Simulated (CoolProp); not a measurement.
A single-stage vapour-compression cycle with R1336mzz(Z): evaporating at 303.15 K (dew point), condensing at 331.15 K (bubble point), superheat 10 K, subcooling 0 K, compressor efficiency 0.8, no pressure losses. Each further row changes one setting.

Model: reference Helmholtz-energy equation of state, McLinden 2020, in CoolProp.

```json
[
 {"case": "as stated", "cooling COP": "…", "pressure ratio": "2.58", "discharge temperature (K)": "336.9", "refrigerating effect (kJ/kg)": "140", "volumetric capacity (kJ/m³)": "819"},
 {"case": "evaporating temperature 308.15 K", "cooling COP": "9.74", "pressure ratio": "…", "discharge temperature (K)": "…", "refrigerating effect (kJ/kg)": "144", "volumetric capacity (kJ/m³)": "1000"},
 {"case": "condensing temperature 326.15 K", "cooling COP": "…", "pressure ratio": "2.21", "discharge temperature (K)": "332.8", "refrigerating effect (kJ/kg)": "146", "volumetric capacity (kJ/m³)": "857"},
 {"case": "subcooling 5 K", "cooling COP": "8.03", "pressure ratio": "2.58", "discharge temperature (K)": "336.9", "refrigerating effect (kJ/kg)": "146", "volumetric capacity (kJ/m³)": "857"},
 {"case": "superheat 20 K", "cooling COP": "…", "pressure ratio": "2.58", "discharge temperature (K)": "346.9", "refrigerating effect (kJ/kg)": "…", "volumetric capacity (kJ/m³)": "841"},
 {"case": "compressor efficiency 0.7", "cooling COP": "6.72", "pressure ratio": "2.58", "discharge temperature (K)": "339.5", "refrigerating effect (kJ/kg)": "140", "volumetric capacity (kJ/m³)": "819"}
]
```

Question: Complete the blanks.

Answer: 
- as stated, cooling COP: 7.68
- evaporating temperature 308.15 K, pressure ratio: 2.15
- evaporating temperature 308.15 K, discharge temperature (K): 337.4
- condensing temperature 326.15 K, cooling COP: 9.61
- superheat 20 K, cooling COP: 7.87
- superheat 20 K, refrigerating effect (kJ/kg): 149
